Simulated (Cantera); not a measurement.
Feed: 1 mol Si, 1.5 mol Cl2, 10 mol H2, held at 3450 Torr.

Equilibrium computed with Cantera from the NASA thermochemical tables; the gas is ideal and each condensed phase is pure. Candidate condensed phases: Si; 19 gas species. Equilibrium is a limit: real reactors are often held back by kinetics, nucleation or transport.

Over these rows the condensed part is Si(s). Partial pressures as log10 of bar:

```tsv
T (K)	1000/T (1/K)	log p SiCl2	log p H2	log p SiHCl3	log p SiCl4
748	1.3369	-6.29	0.62	-0.71	-0.77
798	1.2531	-5.59	0.62	-0.71	-0.77
848	1.1792	?	0.62	-0.72	-0.77
898	1.1136	-4.42	0.62	-0.73	-0.76
948	1.0549	-3.94	0.62	-0.74	-0.76
998	1.0020	-3.50	0.62	-0.75	-0.77
```

Q: Fit log p(SiCl2) = a + b·(1000/T) to the five rows, give the apparent enthalpy, and predict the row at 848 K.

A: Means: 1000/T = 1.1521, log p = -4.748. Sxy = -0.648494, Sxx = 0.0778121, so b = -8.33 and a = -4.748 − (-8.33)×1.1521 = 4.85.
Apparent enthalpy: −19.145 × (-8.33) = 159 kJ/mol. With the condensed phases at unit activity, 1/2 Si(s) + 1/2 SiCl4(g) = SiCl2(g) links this pressure to the main gases: over the six rows their terms move log p by +0.00 in all, so the slope is close to that reaction's ΔH°. The five rows lie within 0.01 of the line.
Prediction at 848 K: 4.85 + (-8.33)×1.1792 = -4.97. The computed value is -4.97, 0.00 from the line.
